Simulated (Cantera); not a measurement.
# Reactions in the system C-Cl-Fe-H

Standard-state values (1 bar) from the NASA 1993 polynomials, evaluated with Cantera. Values are per mole of reaction as written; species without (g) are pure solids or liquids, kept so even where they would boil at 1 bar.

4 Fe2Cl6(g) + 3 C2H4(g) ⇌ 2 C2H6(g) + 2 CCl4(g) + 8 FeCl2

```tsv
T (K)	ΔH° (kJ)	ΔS° (J/K)	ΔG° (kJ)	log10 K	condensed phases
300	-633.9	-783.1	-399.0	69.46	FeCl2(s)
600	-607.6	-724.3	-173.0	15.06	FeCl2(s)
700	-596.0	-706.4	-101.5	7.57	FeCl2(s)
800	-583.5	-689.7	-31.7	2.07	FeCl2(s)
900	-570.4	-674.3	36.5	-2.12	FeCl2(s)
1000	-206.4	-291.3	84.9	-4.44	FeCl2(l)
```

2 FeCl2 + 2 CH4(g) ⇌ C2H4(g) + 4 HCl(g) + 2 Fe

```tsv
T (K)	ΔH° (kJ)	ΔS° (J/K)	ΔG° (kJ)	log10 K	condensed phases
300	516.1	412.8	392.3	-68.30	FeCl2(s), Fe(α)
600	511.3	401.7	270.2	-23.52	FeCl2(s), Fe(α)
700	509.3	398.7	230.2	-17.18	FeCl2(s), Fe(α)
800	507.3	396.1	190.4	-12.43	FeCl2(s), Fe(α)
900	505.7	394.2	150.9	-8.76	FeCl2(s), Fe(α)
1000	417.7	301.5	116.1	-6.07	FeCl2(l), Fe(α)
```

3 C + 9 HCl(g) + 2 Fe ⇌ 2 FeCl3(g) + 3 CH3Cl(g)

| T (K) | ΔH° (kJ) | ΔS° (J/K) | ΔG° (kJ) | log10 K |
|---|---|---|---|---|
| 300 | 78.5 | -363.0 | 187.4 | -32.63 |
| 600 | 65.0 | -395.4 | 302.2 | -26.31 |
| 700 | 61.9 | -400.2 | 342.0 | -25.52 |
| 800 | 59.0 | -404.0 | 382.2 | -24.96 |
| 900 | 55.8 | -407.8 | 422.8 | -24.54 |
| 1000 | 51.5 | -412.3 | 463.8 | -24.23 |
